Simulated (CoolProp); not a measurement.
Saturated liquid density (kg/m³) of water: the reference equation beside estimates from Tc = 647.1 K, pc = 220.6 bar, ω = 0.344.

Values from CoolProp's reference Helmholtz-energy equation of state, Wagner 2002.

```csv
T (K),reference,van der Waals,Soave-Redlich-Kwong
298.6,…,494.5,755.4
304.3,995.3,492.3,752.4
310,993.3,489.9,749.3
315.8,991.1,487.6,746.0
321.5,988.7,485.2,742.8
327.2,986.1,…,739.5
332.9,…,480.4,736.1
338.6,…,478.0,732.7
344.3,977.1,475.5,729.2
350,973.7,473.0,725.6
```

Problem. Fill in the missing entries.

Solution. 
- 298.6, reference: 996.9
- 327.2, van der Waals: 482.8
- 332.9, reference: 983.3
- 338.6, reference: 980.3

Absolute difference from the reference over all 10 rows, mean and median: van der Waals 51.0 and 51.0 %, Soave-Redlich-Kwong 24.9 and 24.9 %.
